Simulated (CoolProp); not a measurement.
Vapour-liquid equilibrium of ethylene (1) + n-perfluorobutane (2) at 261.1 K; x and y are mole fractions of (1).

The numbers come from the multi-fluid Helmholtz-energy mixture model, Smukala 2000 and Gao 2022; pair parameters Bell 2016 in CoolProp.

Problem. Give the bubble pressure and the first vapour's composition at x = 0.125, 0.5, 0.875. Is there an azeotrope?

Solution. x = 0.125: 0.6902 MPa, y = 0.896; x = 0.5: 1.939 MPa, y = 0.956; x = 0.875: 2.621 MPa, y = 0.978. No azeotrope shows between x = 0.05 and 0.95.

Pair parameters are fitted to limited data, so mixtures are less certain than the pure fluids. The gap from Raoult's law changes sign with composition, which may be real or a fault of the pair parameters; it wasn't checked against measurements. With so large a gap from Raoult's law the liquid may split in two, which this calculation doesn't test in full.
